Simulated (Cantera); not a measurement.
A closed system holds: 1 mol trisilylamine, 8.7 mol N2, 8.9 mol NH3, held at 1777 °C and 2300 Pa.

Equilibrium computed with Cantera from the NASA thermochemical tables; the gas is ideal and each condensed phase is pure. Candidate condensed phases: Si, Si3N4; 18 gas species. The feed counts by its element totals alone. The tables' values for SiN are old estimates; treat these amounts as uncertain. Gases not in the tables: Si2H6 and higher silanes. Rates play no part.

Base state: H2 0.556, N2 0.429, H 0.0112, Si 0.00336, SiH 0.000230, Si2N 9.71e-5, SiH2 7.79e-5, SiN 7.74e-5 (mole fractions); condensed: Si(l).

**Question.** What changes in the equilibrium state with this change: temperature from 1777 °C to 1575 °C?

**Answer.** 
```tsv
species	before	after
H2	0.556	0.564
N2	0.429	0.433
H	0.0112	0.00263
Si	0.00336	0.000273
Si2	3.92e-5	1.90e-6
SiH	0.000230	3.10e-5
SiN	7.74e-5	1.05e-5
Si2N	9.71e-5	1.60e-5
SiH2	7.79e-5	2.35e-5
Si(l), mol	2.87	2.99
```

**Question.** What changes in the equilibrium state with this change: temperature from 1777 °C to 1300 °C?

**Answer.** 
```csv
species,before,after
H2,0.556,0.605
N2,0.429,0.395
H,0.0112,0.000209
Si,0.00336,1.79e-7
Si2N,9.71e-5,1.99e-9
Si2,3.92e-5,<1e-9
SiN,7.74e-5,1.63e-8
"Si(l), mol",2.87,0
"Si3N4(s), mol",0,1.000
```

**Question.** What changes in the equilibrium state with this change: pressure from 2300 Pa to 133 Pa?

**Answer.** 
| species | before | after |
|---|---|---|
| H2 | 0.556 | 0.498 |
| N2 | 0.429 | 0.398 |
| Si | 0.00336 | 0.0580 |
| H | 0.0112 | 0.0438 |
| Si3 | 8.20e-6 | 0.000141 |
| Si2 | 3.92e-5 | 0.000676 |
| Si2N | 9.71e-5 | 0.000388 |
| SiN | 7.74e-5 | 0.000309 |
| Si(l), mol | 2.87 | 0.881 |
